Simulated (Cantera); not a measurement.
Cantera run:

```python
import numpy as np
import cantera as ct

gas_names = """
    H HNO HNO2 HNO3 HO2 H2 H2O H2O2 N NH NH2 NH3 NH2OH NO NO2 NO3 N2 N2H2 N2H4 N2O O OH O2 O3 Si SiH
    SiH2 SiH3 SiH4 SiN SiO SiO2 Si2 Si2N Si3
""".split()
cond_names = """
    H2O(s) H2O(L) Si(cr) Si(L) SiO2(Lqz) SiO2(hqz) SiO2(L) Si2N2O(s) Si3N4(a)
""".split()


# ... load() reads the species with a 1 bar reference pressure and builds the phases ...
atoms = {
    'Si': {'Si': 1},
    'O2': {'O': 2},
    'N2': {'N': 2},
    'H2O': {'H': 2, 'O': 1},
}
top_T = {'Si2N2O(s)': 2100, 'Si3N4(a)': 2400}  # K; cautious upper limits of use, not melting points


# ... equilibrate(T, P, feed) seeds the gas with the atoms and calls Mixture.equilibrate('TP', solver="vcs", rtol=1e-11, max_steps=5000) ...
results = []
feed = {'Si': 1, 'O2': 0.15, 'N2': 310, 'H2O': 0.23}  # mol
P = 100000  # Pa
for T in [1173, 1248, 1323, 1398, 1473, 1548, 1623, 1698]:
    mix = equilibrate(T, P, feed)
    results.append((T, P, feed, dict(zip(mix.species_names, mix.species_moles))))

top = {s: max(r[3][s] / sum(r[3][g] for g in gas_names) for r in results) for s in gas_names}
cols = sorted((s for s in top if top[s] > 0.0001), key=lambda s: -top[s])[:5]
seen = [c for c in cond_names if any(r[3].get(c, 0) > 1e-12 for r in results)]
print("log10 of partial pressures in bar; condensed amounts in mol")
print(f"{'T/K':>10s}" + "".join(f"{s[:9]:>10s}" for s in cols + seen))
for T, P, feed, n in results:
    ng = sum(n[g] for g in gas_names)
    print(f"{T:10.4g}" + "".join(f"{np.log10(max(n[s] / ng * P / 1e5, 1e-99)):10.3f}" for s in cols)
          + "".join(f"{n.get(c, 0):10.4g}" for c in seen))
```

Output:

```
log10 of partial pressures in bar; condensed amounts in mol
       T/K        N2        H2       SiO SiO2(hqz) Si2N2O(s)
      1173    -0.000    -3.129   -10.551   0.01995      0.49
      1248    -0.000    -3.129    -9.195   0.01994      0.49
      1323    -0.000    -3.130    -7.996   0.01992      0.49
      1398    -0.000    -3.130    -6.929   0.01989      0.49
      1473    -0.000    -3.130    -5.973   0.01978    0.4899
      1548    -0.000    -3.130    -5.112   0.01907    0.4893
      1623    -0.000    -3.130    -4.332   0.01505    0.4853
      1698    -0.000    -3.131    -3.715         0    0.4702
```

Cantera equilibrium calculation (NASA polynomials, part measured and part estimated; ideal gas, pure solids and liquids). N2 is the only nitrogen source here; it is nearly inert below about 1500 K, so the nitride shown seldom forms there in practice. Mutual solubility and eutectic melting of coexisting phases are not modelled. The tables hold silica as quartz up to 1696 K and as liquid above; real silica turns to tridymite and cristobalite and melts near 1996 K.
